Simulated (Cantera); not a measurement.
Feed: 1 mol AlN, 220 mol H₂, equilibrated at 0.133 bar.

Equilibrium computed with Cantera from the NASA thermochemical tables; the gas is ideal and each condensed phase is pure. Candidate condensed phases: Al, AlN; 13 gas species. Kinetics and transport are ignored.

x: gas mole fraction; n: condensed amount in mol.

```tsv
T (K)	x H₂	x H	x Al	x N₂	x AlH	n AlN(s)
1200	1.000	5.40e-7	2.52e-10	1.90e-10	4.79e-10	1.00
1275	1.000	?	?	?	?	1.000
1350	1.000	6.53e-6	2.77e-8	2.44e-8	2.33e-8	1.000
1425	1.000	1.87e-5	2.11e-7	1.67e-7	1.27e-7	1.000
1500	1.000	4.82e-5	1.31e-6	9.40e-7	5.77e-7	1.000
1575	1.000	0.000114	6.79e-6	4.52e-6	2.26e-6	0.998
1650	1.000	0.000249	3.01e-5	1.89e-5	7.79e-6	0.992
1725	0.999	0.000508	0.000117	7.04e-5	2.40e-5	0.969
1800	0.998	?	?	?	?	?
1875	0.996	0.00179	0.00125	0.000713	0.000171	0.685
1950	0.991	0.00313	0.00357	0.00199	0.000406	0.118
2025	0.988	0.00524	0.00411	0.00225	0.000395	0
```

Q: Some entries are withheld; supply them.

A: 
- 1275, x H: 2.02e-6
- 1275, x Al: 2.89e-9
- 1275, x N₂: 2.75e-9
- 1275, x AlH: 3.57e-9
- 1800, x H: 0.000980
- 1800, x Al: 0.000403
- 1800, x N₂: 0.000235
- 1800, x AlH: 6.69e-5
- 1800, n AlN(s): 0.897
